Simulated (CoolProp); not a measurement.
Vapour-liquid equilibrium of methane (1) + ethane (2) at 0.325 MPa; x and y are mole fractions of (1).

Computed with CoolProp (multi-fluid Helmholtz-energy mixture model, Setzmann 1991 and Bücker 2006; pair parameters Kunz 2012).

| x | bubble temperature (K) | y at the bubble point | dew temperature at overall composition x (K) | liquid density (mol/L) |
|---|---|---|---|---|
| 0.05 | 188.6 | 0.611 | 208.1 | 18.07 |
| 0.2 | 156.6 | 0.953 | 203.9 | 20.03 |
| 0.35 | 144.8 | 0.985 | 199.2 | 21.20 |
| 0.5 | 138.6 | 0.993 | 193.6 | 22.18 |
| 0.65 | 134.5 | 0.997 | 186.6 | 23.06 |
| 0.8 | 131.5 | 0.998 | 176.8 | 23.86 |
| 0.95 | 128.9 | 1.000 | 157.3 | 24.57 |

No azeotrope shows between x = 0.05 and 0.95.

Pair parameters are fitted to limited data, so mixtures are less certain than the pure fluids. The gap from Raoult's law changes sign with composition, which may be real or a fault of the pair parameters; it wasn't checked against measurements.
